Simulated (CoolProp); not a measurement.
A single-stage vapour-compression cycle with propane: evaporating at 202.15 K (dew point), condensing at 270.15 K (bubble point), superheat 0 K, subcooling 0 K, compressor efficiency 0.9, no pressure losses. Each further row changes one setting.

The numbers come from the reference Helmholtz-energy equation of state, Lemmon 2009 in CoolProp.

| case | cooling COP | pressure ratio | discharge temperature (K) | refrigerating effect (kJ/kg) | volumetric capacity (kJ/m³) |
|---|---|---|---|---|---|
| as stated | 2.02 | 18.8 | 308.9 | 299 | 183 |
| evaporating temperature 207.15 K | 2.29 | 14.1 | 304.0 | (withheld) | 244 |
| condensing temperature 265.15 K | 2.24 | 16.0 | 302.6 | 311 | 190 |
| subcooling 5 K | (withheld) | 18.8 | 308.9 | 311 | 190 |
| superheat 10 K | (withheld) | 18.8 | 319.9 | 312 | 181 |
| compressor efficiency 0.8 | 1.79 | 18.8 | 319.1 | 299 | 183 |

Question: What belongs in the gaps?

Answer: 
- evaporating temperature 207.15 K, refrigerating effect (kJ/kg): 305
- subcooling 5 K, cooling COP: 2.10
- superheat 10 K, cooling COP: 2.01
